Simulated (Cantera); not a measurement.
Charge: 1 mol CH₃SiCl₃, 0.22 mol CH₄, 95 mol H₂, 1.3 mol C₂H₄, equilibrated at 1000 K and 2.40 mbar.

Equilibrium computed with Cantera from the NASA thermochemical tables; the gas is ideal and each condensed phase is pure. Candidate condensed phases: C, C₆H₆, C₇H₈, C₈H₁₈, Si, SiC; 109 gas species. The feed counts by its element totals alone. Equilibrium is a limit: real reactors are often held back by kinetics, nucleation or transport.

Base state: H₂ 0.970, HCl 0.0297, CH₄ 0.000216 (mole fractions); condensed: C(graphite) + SiC(s).

Q: What changes in the equilibrium state with this change: temperature from 1000 K to 1648 K?

A: 
| species | before | after |
|---|---|---|
| H₂ | 0.970 | 0.969 |
| HCl | 0.0297 | 0.0295 |
| H | 4.56e-8 | 0.00179 |
| CH₄ | 0.000216 | 3.02e-6 |
| SiCl₂ | 6.01e-7 | 3.95e-5 |
| C₂H₂ (acetylene) | 1.11e-9 | 4.33e-5 |
| Cl | 1.30e-9 | 4.28e-5 |
| C(graphite), mol | 2.80 | 2.82 |
| SiC(s), mol | 0.999 | 0.996 |

Q: What changes in the equilibrium state with this change: pressure from 2.40 mbar to 1.00 bar?

A: 
```csv
species,before,after
H₂,0.970,0.944
CH₄,0.000216,0.0309
HCl,0.0297,0.0230
SiCl₄,3.60e-6,0.00157
SiH₂Cl₂,2.06e-8,1.42e-5
SiHCl₃,8.29e-7,0.000454
"C(graphite), mol",2.80,0
"SiC(s), mol",0.999,0.800
```

Q: What changes in the equilibrium state with this change: H₂ from 95 to 1.2 mol?

A: 
| species | before | after |
|---|---|---|
| H₂ | 0.970 | 0.696 |
| HCl | 0.0297 | 0.261 |
| SiCl₄ | 3.60e-6 | 0.0419 |
| SiCl₃ | 2.99e-7 | 0.000335 |
| SiHCl₃ | 8.29e-7 | 0.000787 |
| SiCl₂ | 6.01e-7 | 6.49e-5 |
| CH₄ | 0.000216 | 0.000111 |
| C(graphite), mol | 2.80 | 3.12 |
| SiC(s), mol | 0.999 | 0.701 |
The tables' values for SiCl₃ are old estimates; treat these amounts as uncertain.
